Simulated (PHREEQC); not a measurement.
NaOH is added in steps, without added water, to 1 kg of water holding 8e-05 mol CaSO4, 0.0019 mol Na2HPO4 and 0.00045 mol NaCl, at 60 °C. Oxygen alone is held at its pressure in air (log pO2 = -0.68). No CO2 enters from the air. Nothing may precipitate in this run.

Base run: PHREEQC, ion-association model, wateq4f.dat. Each further column changes one thing. The table gives Ca+2 (mol/kgw).

| NaOH added (mol) | base | database phreeqc.dat | Davies equation for every ion | all activity coefficients set to 1 |
|---|---|---|---|---|
| 0 | 2.59e-5 | 2.61e-5 | 2.62e-5 | 1.53e-5 |
| 0.00036 | 5.94e-6 | 6.13e-6 | 6.02e-6 | 3.02e-6 |
| 0.00054 | 3.99e-6 | 4.13e-6 | 4.05e-6 | ___ |
| 0.0009 | 2.43e-6 | 2.52e-6 | 2.46e-6 | 1.17e-6 |
| 0.00108 | 2.04e-6 | 2.11e-6 | 2.07e-6 | 9.68e-7 |
| 0.00144 | 1.55e-6 | 1.61e-6 | 1.58e-6 | 7.22e-7 |
| 0.00162 | 1.39e-6 | 1.45e-6 | 1.42e-6 | ___ |
| 0.00198 | 1.16e-6 | 1.20e-6 | 1.18e-6 | ___ |
| 0.00216 | 1.07e-6 | 1.11e-6 | 1.09e-6 | ___ |
| 0.00252 | 9.37e-7 | 9.73e-7 | 9.55e-7 | 4.12e-7 |
| 0.0027 | 8.83e-7 | 9.17e-7 | 9.00e-7 | 3.85e-7 |
| 0.00306 | 7.94e-7 | 8.25e-7 | 8.10e-7 | 3.40e-7 |
| 0.00324 | 7.57e-7 | 7.86e-7 | 7.73e-7 | ___ |
| 0.0036 | 6.94e-7 | 7.21e-7 | 7.09e-7 | ___ |

Question: Complete the blanks.

Answer: 
- 0.00054, all activity coefficients set to 1: 1.98e-6
- 0.00162, all activity coefficients set to 1: 6.41e-7
- 0.00198, all activity coefficients set to 1: 5.24e-7
- 0.00216, all activity coefficients set to 1: 4.80e-7
- 0.00324, all activity coefficients set to 1: 3.22e-7
- 0.0036, all activity coefficients set to 1: 2.90e-7

In at least one series the solution becomes supersaturated in solids that the run did not let form, among them Hydroxyapatite. H3PO4, which wateq4f.dat lacks, is added to it with the constant of phreeqc.dat. Away from 25 °C the constants follow the database's enthalpies or fits; those with neither stay at their 25 °C values. phreeqc.dat and wateq4f.dat share most of their constants, so their agreement is no independent check.
